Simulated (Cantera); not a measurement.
## Thermodynamics of carbothermic reduction, feed Ta2O5 + CH4 + H2

Feed: 1 mol Ta2O5, 2.1 mol CH4, 0.15 mol H2, at 7.20 Torr.

Equilibrium computed with Cantera from the NASA thermochemical tables; the gas is ideal and each condensed phase is pure. Candidate condensed phases: C, C6H6, C7H8, C8H18, H2O, Ta, TaC, Ta2O5; 113 gas species. Mutual solubility and eutectic melting of coexisting phases are not modelled. TaC: taken at fixed stoichiometry. Condensed phases not in the tables: Ta2C, N, O or C dissolved in the metal. Rates play no part.

At 550 °C the condensed part is C(graphite) + Ta2O5(s). At 750 °C the condensed part is C(graphite) + TaC(s) + Ta2O5(s). From 950 °C to 1550 °C the condensed part is TaC(s) + Ta2O5(s). At 1750 °C the condensed part is Ta(s) + Ta2O5(s). From 1950 °C to 2150 °C the condensed part is Ta(s) + Ta2O5(l). At 2350 °C the condensed part is Ta(s).

```csv
T (°C),x H2,x CO,x H,x TaO2,x TaO,x CH4,x H2O,x OH,n C(graphite),n Ta2O5(s),n TaC(s),n Ta(s),n Ta2O5(l)
550,0.991,9.71e-5,7.45e-11,<1e-12,<1e-12,0.00880,1.22e-5,<1e-12,2.06,1.000,0,0,0
750,0.914,0.0851,4.04e-8,<1e-12,<1e-12,0.000602,0.000204,<1e-12,1.53,0.919,0.162,0,0
950,0.743,0.256,2.65e-6,<1e-12,<1e-12,6.20e-6,0.000419,1.34e-11,0,0.700,0.601,0,0
1150,0.743,0.256,5.84e-5,1.59e-11,<1e-12,1.80e-7,0.000633,1.08e-9,0,0.699,0.601,0,0
1350,0.742,0.256,0.000608,1.42e-8,5.95e-10,1.27e-8,0.000851,2.92e-8,0,0.699,0.602,0,0
1550,0.739,0.256,0.00380,2.72e-6,2.90e-7,1.64e-9,0.00106,3.79e-7,0,0.699,0.602,0,0
1750,0.660,0.323,0.0157,0.000163,3.11e-5,2.74e-10,0.00133,3.32e-6,0,0.578,0,0.844,0
1950,0.626,0.316,0.0517,0.00284,0.000600,3.85e-11,0.00246,2.93e-5,0,0,0,0.841,0.568
2150,0.536,0.292,0.132,0.0286,0.00681,5.92e-12,0.00354,0.000165,0,0,0,0.781,0.482
2350,0.342,0.227,0.251,0.133,0.0432,<1e-12,0.00285,0.000497,0,0,0,0.368,0
```
x: gas mole fraction; n: condensed amount in mol.
